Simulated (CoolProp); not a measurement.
Vapour-liquid equilibrium of propylene (1) + R134a (2) at 1.69 MPa; x and y are mole fractions of (1).

Model: multi-fluid Helmholtz-energy mixture model, Lemmon 2013 and Tillner-Roth 1994; pair parameters Bell 2016, in CoolProp.

Task: Give the bubble temperature and the first vapour's composition at x = 0.5, 0.575, 0.95. Is there an azeotrope?

Result: x = 0.5: 313.8 K, y = 0.591; x = 0.575: 312.8 K, y = 0.640; x = 0.95: 313.1 K, y = 0.935. y crosses x between x = 0.725 and 0.8: the model has an azeotrope there.

Pair parameters are fitted to limited data, so mixtures are less certain than the pure fluids.
